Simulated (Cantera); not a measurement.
An adiabatic, constant-pressure homogeneous reactor starts with 12.0 % CH4, 18.5 % O2, 69.5 % N2, at 1150 K and 0.987 atm.

Model: GRI-Mech 3.0 (53 species, 325 reactions), integrated in Cantera.

Predict: time of steepest temperature rise; temperature at 7.00 s; equilibrium temperature; x(O2) at 7.00 s; x(H2O2) at 7.00 s; x(N2O) at 7.00 s; x(OH) at 7.00 s.


| Property | Value |
|---|---|
| time of steepest temperature rise | 0.110 s |
| temperature at 7.00 s | 2597 K |
| equilibrium temperature | 2597 K |
| x(O2) at 7.00 s | 0.00158 (gas-phase equilibrium 0.00158) |
| x(H2O2) at 7.00 s | 6.01e-8 (gas-phase equilibrium 6.01e-8) |
| x(N2O) at 7.00 s | 1.08e-7 (gas-phase equilibrium 1.08e-7) |
| x(OH) at 7.00 s | 0.00757 (gas-phase equilibrium 0.00757) |
